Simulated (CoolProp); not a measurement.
Aqueous sodium chloride as a coolant, at 20 °C, 1 atm.

Values from CoolProp's Melinder's fits for secondary coolants.

```json
[
 {"mass %": "2.3", "freezing point (°C)": "-1.4", "viscosity (mPa s)": "1.04", "conductivity (W/(m K))": "0.596", "density (kg/m³)": "1015", "Prandtl number": "7.05"},
 {"mass %": "5", "freezing point (°C)": "-3.1", "viscosity (mPa s)": "1.08", "conductivity (W/(m K))": "0.594", "density (kg/m³)": "1034", "Prandtl number": "7.17"},
 {"mass %": "7.6", "freezing point (°C)": "-4.8", "viscosity (mPa s)": "1.14", "conductivity (W/(m K))": "0.591", "density (kg/m³)": "1053", "Prandtl number": "7.34"},
 {"mass %": "10.2", "freezing point (°C)": "-6.7", "viscosity (mPa s)": "1.20", "conductivity (W/(m K))": "0.589", "density (kg/m³)": "1072", "Prandtl number": "7.56"},
 {"mass %": "12.8", "freezing point (°C)": "-8.9", "viscosity (mPa s)": "1.27", "conductivity (W/(m K))": "0.586", "density (kg/m³)": "1092", "Prandtl number": "7.84"},
 {"mass %": "15.5", "freezing point (°C)": "-11.4", "viscosity (mPa s)": "1.35", "conductivity (W/(m K))": "0.583", "density (kg/m³)": "1112", "Prandtl number": "8.21"},
 {"mass %": "18.1", "freezing point (°C)": "-14.2", "viscosity (mPa s)": "1.45", "conductivity (W/(m K))": "0.580", "density (kg/m³)": "1133", "Prandtl number": "8.64"}
]
```
